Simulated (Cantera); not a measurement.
Cantera run:

```python
import numpy as np
import cantera as ct

gas_names = """
    H HO2 H2 H2O H2O2 K KH KO KOH K2 K2O2H2 O OH O2 O3
""".split()
cond_names = """
    H2O(s) H2O(L) K(cr) K(L) KOH(a) KOH(b) KOH(L) KO2(s) K2O(s) K2O2(s)
""".split()


def load(file, names, dense=False):
    # The tables refer to 1 bar. Condensed volumes are neglected.
    table = {s.name: s for s in ct.Species.list_from_file(file)}
    out = []
    for n in names:
        d = dict(table[n].input_data)
        d["thermo"] = dict(d["thermo"], **{"reference-pressure": 1e5})
        if dense:
            d["equation-of-state"] = {"model": "constant-volume", "density": "1e6 g/cm^3"}
        out.append(ct.Species.from_dict(d))
    return out


gas = ct.Solution(thermo="ideal-gas", species=load("nasa_gas.yaml", gas_names))
cond = {s.name: ct.Solution(thermo="fixed-stoichiometry", species=[s], name=s.name)
        for s in load("nasa_condensed.yaml", cond_names, dense=True)}
atoms = {
    'KOH': {'K': 1, 'O': 1, 'H': 1},
    'H2': {'H': 2},
}
top_T = {'KO2(s)': 780, 'K2O(s)': 1000, 'K2O2(s)': 760}  # K; cautious upper limits of use, not melting points


def equilibrate(T, P, feed):
    n = {}
    for name, mol in feed.items():
        for a, k in atoms[name].items():
            n[a] = n.get(a, 0.0) + k * mol
    gas.TPX = T, P, n
    mass = sum(n.values()) * gas.mean_molecular_weight
    gas.equilibrate("TP")
    valid = [c for c in cond.values() if c.min_temp <= T <= top_T.get(c.name, c.max_temp)]
    mix = ct.Mixture([(gas, mass / gas.mean_molecular_weight)] + [(c, 0.0) for c in valid])
    mix.T, mix.P = T, P
    mix.equilibrate("TP", solver="vcs", rtol=1e-11, max_steps=5000)
    return mix


results = []
feed = {'KOH': 1, 'H2': 0.065}  # mol
T = 873  # K
for P in [10, 100, 1000, 10000, 100000, 1000000]:
    mix = equilibrate(T, P, feed)
    results.append((T, P, feed, dict(zip(mix.species_names, mix.species_moles))))

top = {s: max(r[3][s] / sum(r[3][g] for g in gas_names) for r in results) for s in gas_names}
cols = sorted((s for s in top if top[s] > 1e-06), key=lambda s: -top[s])[:6]
seen = [c for c in cond_names if any(r[3].get(c, 0) > 1e-12 for r in results)]
print("log10 of partial pressures in bar; condensed amounts in mol")
print(f"{'P/Pa':>10s}" + "".join(f"{s[:9]:>10s}" for s in cols + seen))
for T, P, feed, n in results:
    ng = sum(n[g] for g in gas_names)
    print(f"{P:10.4g}" + "".join(f"{np.log10(max(n[s] / ng * P / 1e5, 1e-99)):10.3f}" for s in cols)
          + "".join(f"{n.get(c, 0):10.4g}" for c in seen))
```

It prints:

```
log10 of partial pressures in bar; condensed amounts in mol
      P/Pa        H2       KOH    K2O2H2       H2O         K        K2    KOH(L)
        10    -6.250    -4.205    -4.880    -4.922    -4.922   -10.370         0
       100    -3.116    -4.170    -4.809    -4.121    -4.121    -8.767    0.9859
      1000    -2.016    -4.170    -4.809    -3.846    -3.846    -8.217    0.9984
     1e+04    -1.003    -4.170    -4.809    -3.592    -3.592    -7.710    0.9998
     1e+05    -0.000    -4.170    -4.809    -3.342    -3.342    -7.209         1
     1e+06     1.000    -4.170    -4.809    -3.092    -3.092    -6.710         1
```

Cantera equilibrium calculation (NASA polynomials, part measured and part estimated; ideal gas, pure solids and liquids).
